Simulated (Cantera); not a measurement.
Source: NASA polynomial tables (part measured, part estimated), evaluated in Cantera. Values are per mole of reaction as written; species without (g) are pure solids or liquids, kept so even where they would boil at 1 bar.

Between 300 and 2925 K, where is each reaction favourable under standard conditions?
- 4 NO(g) + Zr → 2 N2O(g) + ZrO2(g)


- 4 NO(g) + Zr → 2 N2O(g) + ZrO2(g): ΔG° is -438 kJ at 300 K and 36 kJ at 2925 K; it changes sign between 2725 and 2775 K. ΔH° is -521 kJ and ΔS° -190 J/K at 2925 K.
